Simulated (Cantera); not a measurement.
Cantera run:

```python
import numpy as np
import cantera as ct

gas_names = """
    CL CL2 H HCL H2 N NH NH2 NH3 N2 N2H2 N2H4 Si SiCL SiCL2 SiCL3 SiCL4 SiH SiHCL3 SiH2 SiH2CL2 SiH3
    SiH3CL SiH4 SiN Si2 Si2N Si3
""".split()
cond_names = """
    NH4CL(a) NH4CL(b) Si(cr) Si(L) Si3N4(a)
""".split()


# ... load() reads the species with a 1 bar reference pressure and builds the phases ...
atoms = {
    'SiHCl3': {'Si': 1, 'H': 1, 'CL': 3},
    'N2': {'N': 2},
    'H2': {'H': 2},
}
top_T = {'Si3N4(a)': 2400}  # K; cautious upper limits of use, not melting points


# ... equilibrate(T, P, feed) seeds the gas with the atoms and calls Mixture.equilibrate('TP', solver="vcs", rtol=1e-11, max_steps=5000) ...
results = []
feed = {'SiHCl3': 1, 'N2': 0.75, 'H2': 7.3}  # mol
T = 1625  # K
P = 65  # Pa
mix = equilibrate(T, P, feed)
results.append((T, P, feed, dict(zip(mix.species_names, mix.species_moles))))
x = sorted(zip(gas.X, gas.species_names), reverse=True)
print(f"T = {T:g} K  P = {P:g} Pa  gas = {mix.phase_moles(0):.4g} mol")
print("   x: " + "  ".join(f"{s} {v:.3e}" for v, s in x if v > 0.0001))
print("   condensed (mol): " + ("  ".join(f"{mix.phase(i).name} {mix.phase_moles(i):.4g}"
      for i in range(1, mix.n_phases) if mix.phase_moles(i) > 1e-12) or "none"))
```

It prints:

```
T = 1625 K  P = 65 Pa  gas = 10.07 mol
   x: H2 7.089e-01  HCL 1.298e-01  SiCL2 8.323e-02  N2 7.451e-02  H 2.330e-03  SiCL3 3.888e-04  CL 3.359e-04  SiCL 2.689e-04  Si 2.506e-04
   condensed (mol): Si(cr) 0.1528
```

Cantera equilibrium calculation (NASA polynomials, part measured and part estimated; ideal gas, pure solids and liquids). The tables' values for SiCl3, SiCl are old estimates; treat these amounts as uncertain.
